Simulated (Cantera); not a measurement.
**NO annealing gas**

A perfectly stirred reactor is fed with NO : N2 = 1 : 0.11 (molar parts), at 12.0 Torr; it is held at 2125 K, and followed from long to short residence time.

Cantera simulation using GRI-Mech 3.0 (53 species, 325 reactions); the numbers are that mechanism's predictions, not measurements. Radical loss at walls, strong at low pressure, is not modelled.

| τ (s) | x NO | x O | x N2O | x N2 | x O2 | x NO2 |
|---|---|---|---|---|---|---|
| 4.1 | 0.278 | 0.00731 | 1.42e-5 | 0.409 | 0.306 | 5.98e-5 |
| 0.97 | 0.620 | 0.00515 | 8.65e-5 | 0.238 | 0.137 | 8.68e-5 |
| 0.23 | 0.841 | 0.00289 | 0.000205 | 0.128 | 0.0278 | 5.23e-5 |
| 0.054 | 0.890 | 0.00160 | 0.000251 | 0.104 | 0.00397 | 2.64e-5 |
| 0.013 | 0.899 | 0.000592 | 0.000201 | 0.0996 | 0.000335 | 1.12e-5 |
| 0.0030 | 0.901 | 0.000125 | 8.39e-5 | 0.0991 | 1.49e-5 | 2.07e-6 |
| 0.00070 | 0.901 | 2.60e-5 | 2.34e-5 | 0.0991 | 7.05e-7 | 2.04e-7 |
x: mole fraction; the columns are a selection and need not sum to one.
